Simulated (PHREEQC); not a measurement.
Solution (87 °C): 1.4 mmol/kgw H3PO4, 0.087 mmol/kgw K2HPO4 and 0.035 mmol/kgw NaCl. Closed to the air; pH follows from the charge balance.

Computed with PHREEQC (ion-association model, wateq4f.dat).

```yaml
pH: 3.01
ionic_strength: 0.00122 mol/kgw
total_alkalinity: -1.31 meq/kg
```

```tsv
species	molality	activity	log γ
H2PO4-	0.00119	0.00114	-0.019
H+	0.00101	0.000972	-0.018
H3PO4	0.000300	0.000300	0.000
K+	0.000174	0.000166	-0.019
Cl-	3.50e-5	3.35e-5	-0.019
Na+	3.50e-5	3.35e-5	-0.019
HPO4-2	1.15e-7	9.68e-8	-0.077
```

Precipitation was switched off in this run. Complexes and solids missing from the database can't appear. H3PO4, which wateq4f.dat lacks, is added to it with the constant of phreeqc.dat. Away from 25 °C the constants follow the database's enthalpies or fits; those with neither stay at their 25 °C values.
